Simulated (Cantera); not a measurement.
A freely propagating, adiabatic, planar premixed flame of H₂ : O₂ : N₂ = 1 : 0.562 : 2.11 (molar parts), unburnt at 650 K and 1.40 bar; mixture-averaged transport, grid criteria slope 0.08 and curve 0.16, no radiation.

Computed with Cantera and the H2/O2 subset of GRI-Mech 3.0, which has no nitrogen chemistry. Burning velocities carry a grid error of a few per cent, more on coarse grids.

x: mole fraction of selected species; z is measured from the peak of heat release.

```
z (mm)   T (K)  u (m/s)    x H₂    x O₂       x O       x H   x H₂O₂     x H₂O
-------  -----  -------  ------  ------  --------  --------  -------  --------
-0.935     650     8.07   0.272   0.153     <1e-8     <1e-8    <1e-8     <1e-8
-0.623     650     8.07   0.272   0.153     <1e-8     <1e-8    <1e-8     <1e-8
-0.467     650     8.07   0.272   0.153     <1e-8     <1e-8    <1e-8     <1e-8
-0.312     650     8.07   0.272   0.153     <1e-8   3.99e-8    <1e-8   1.74e-7
-0.156     664     8.20   0.268   0.153   8.80e-6  0.000152  3.22e-6  0.000664
-0.0779    858     10.3   0.234   0.149  0.000419   0.00542  1.59e-5    0.0187
0         1293     15.1   0.132   0.108   0.00627    0.0326  7.58e-6     0.106
0.0779       …     18.5       …       …    0.0135         …        …         …
0.156     1762     20.1  0.0398  0.0415    0.0144    0.0433  1.99e-6     0.221
0.312     1926     21.8  0.0359  0.0360    0.0124    0.0322  1.07e-6     0.234
0.623     2090     23.3  0.0317  0.0321   0.00946    0.0213  6.34e-7     0.248
1.25      2241     24.7  0.0257  0.0284   0.00648    0.0126  4.34e-7     0.262
2.49      2365     25.9  0.0188  0.0252   0.00405   0.00662  3.48e-7     0.276
```

Some entries are withheld; supply them.


- 0.0779, T (K): 1608
- 0.0779, x H₂: 0.0553
- 0.0779, x O₂: 0.0557
- 0.0779, x H: 0.0481
- 0.0779, x H₂O₂: 3.48e-6
- 0.0779, x H₂O: 0.196
